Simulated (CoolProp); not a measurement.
Model: reference Helmholtz-energy equation of state, Gao 2016, in CoolProp.

For sulfur dioxide, give the phase and the cp (kJ/(kg K)) at 518.4 K and 0.438 MPa.


- 518.4 K and 0.438 MPa: gas; cp 0.745
